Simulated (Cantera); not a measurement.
A freely propagating, adiabatic, planar premixed flame of CH4 : H2 : O2 : N2 = 1 : 0.03 : 1.34 : 5.05 (molar parts), equivalence ratio 1.5, unburnt at 525 K and 135 Torr; mixture-averaged transport, grid criteria slope 0.08 and curve 0.16, no radiation.

Cantera simulation using GRI-Mech 3.0 (53 species, 325 reactions); the numbers are that mechanism's predictions, not measurements. Burning velocities carry a grid error of a few per cent, more on coarse grids.

Problem. Predict: laminar burning velocity; thermal thickness; peak x(C2H); peak x(HCO); peak x(CH2O).

Solution. 
| Property | Result |
|---|---|
| laminar burning velocity | 65.4 cm/s |
| thermal thickness | 2.65 mm |
| peak x(C2H) | 1.92e-6 |
| peak x(HCO) | 3.24e-5 |
| peak x(CH2O) | 0.00101 |
